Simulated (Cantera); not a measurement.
Input (Python, Cantera):

```python
import numpy as np
import cantera as ct

gas = ct.Solution("SiF4_NH3_mec.yaml", "gas")
gas.TPX = 2025, 40000, {'NH3': 0.34, 'N2': 0.1}
reactor = ct.IdealGasConstPressureReactor(gas, energy="off", clone=False)
net = ct.ReactorNet([reactor])
net.rtol, net.atol = 1e-08, 1e-18
show = ['NH3', 'NH2', 'H2', 'N2H4', 'H', 'N']
times = np.geomspace(2e-05, 1, 14)

steps = ct.SolutionArray(gas, extra=["t"])
rows = []
print(f"{'t/s':>10s}{'T/K':>9s}{'P/Pa':>11s}" + "".join(f"{s:>11s}" for s in show))
for t in times:
    while net.time < t:
        t_next = net.step()
        steps.append(gas.state, t=t_next)
    rows.append([np.interp(t, steps.t, y) for y in (steps.T, steps.P, *steps(*show).X.T)])
    print(f"{t:10.3e}{rows[-1][0]:9.1f}{rows[-1][1]:11.4g}" + "".join(f"{x:11.3e}" for x in rows[-1][2:]))
rate = np.gradient(steps.T, steps.t)
print("integrator steps:", len(steps.t))
if steps.T.max() > steps.T[0] + 200:
    print(f"time of steepest temperature rise: {steps.t[rate.argmax()]:.4e} s")
gas.TPX = 2025, 40000, {'NH3': 0.34, 'N2': 0.1}
gas.equilibrate("TP")
print(f"equilibrium (TP): T = {gas.T:.1f} K  " + "  ".join(f"{s} {gas[s].X[0]:.3e}" for s in show))
```

Result:

```
       t/s      T/K       P/Pa        NH3        NH2         H2       N2H4          H          N
 2.000e-05   2025.0      4e+04  7.725e-01  1.702e-04  8.560e-05  4.314e-09  5.867e-07  1.262e-10
 4.597e-05   2025.0      4e+04  7.722e-01  3.869e-04  2.033e-04  2.253e-08  6.489e-07  1.359e-09
 1.057e-04   2025.0      4e+04  7.714e-01  8.254e-04  5.445e-04  1.029e-07  1.007e-06  6.096e-09
 2.429e-04   2025.0      4e+04  7.695e-01  1.339e-03  1.855e-03  2.716e-07  2.358e-06  1.951e-08
 5.583e-04   2025.0      4e+04  7.645e-01  1.458e-03  5.934e-03  3.221e-07  5.267e-06  4.729e-08
 1.283e-03   2025.0      4e+04  7.533e-01  1.410e-03  1.549e-02  3.012e-07  1.126e-05  1.052e-07
 2.950e-03   2025.0      4e+04  7.283e-01  1.323e-03  3.669e-02  2.652e-07  2.403e-05  2.254e-07
 6.780e-03   2025.0      4e+04  6.752e-01  1.196e-03  8.170e-02  2.166e-07  5.054e-05  4.210e-07
 1.558e-02   2025.0      4e+04  5.722e-01  1.026e-03  1.689e-01  1.593e-07  1.043e-04  6.415e-07
 3.582e-02   2025.0      4e+04  4.051e-01  7.948e-04  3.103e-01  9.565e-08  2.084e-04  8.213e-07
 8.234e-02   2025.0      4e+04  2.056e-01  5.004e-04  4.792e-01  3.791e-08  3.981e-04  9.424e-07
 1.893e-01   2025.0      4e+04  5.670e-02  2.095e-04  6.051e-01  6.637e-09  7.621e-04  9.900e-07
 4.351e-01   2025.0      4e+04  4.557e-03  3.653e-05  6.485e-01  2.014e-10  1.772e-03  8.451e-07
 1.000e+00   2025.0      4e+04  3.350e-04  3.706e-06  6.515e-01  2.068e-12  2.456e-03  1.644e-07
integrator steps: 1550
equilibrium (TP): T = 2025.0 K  NH3 2.379e-06  NH2 2.650e-08  H2 6.518e-01  N2H4 1.065e-16  H 2.473e-03  N 1.193e-09
```

Model: the gas-phase N/H chemistry of the illustrative SiF4/NH3 mechanism in the Surface Chemkin manual (1991), integrated in Cantera. Walls and surfaces, which speed up NH3 decomposition in real reactors, are not modelled.
